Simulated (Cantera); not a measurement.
A closed system holds: 1 mol SiCl₄, 1.4 mol O₂, 5 mol N₂, held at 1248.15 K and 360 Pa.

These are equilibrium values from Cantera (NASA tables, ideal gas, pure condensed phases), not measurements of a reactor. The tables hold silica as quartz up to 1696 K and as liquid above; real silica turns to tridymite and cristobalite and melts near 1996 K. Rates play no part.

```json
[
 {"species": "N₂", "before": "0.655", "after": "0.537"},
 {"species": "Cl", "before": "0.0614", "after": "0.410"},
 {"species": "O₂", "before": "0.0523", "after": "0.0422"},
 {"species": "Cl₂", "before": "0.231", "after": "0.0100"},
 {"species": "O", "before": "2.54e-7", "after": "0.000251"},
 {"species": "NO", "before": "0.000127", "after": "0.00128"},
 {"species": "ClO", "before": "3.03e-5", "after": "9.43e-5"},
 {"species": "SiO₂(β-quartz), mol", "before": "1.00", "after": "0"},
 {"species": "SiO₂(condensed), mol", "before": "0", "after": "1.000"}
]
```
Gas species are given as mole fractions.

Q: What was changed between the two runs?
(A) temperature from 1248.15 K to 1748 K
(B) temperature from 1248.15 K to 1148.15 K
(C) temperature from 1248.15 K to 900 K
(D) N₂ from 5 to 90 mol

A: A, temperature from 1248.15 K to 1748 K
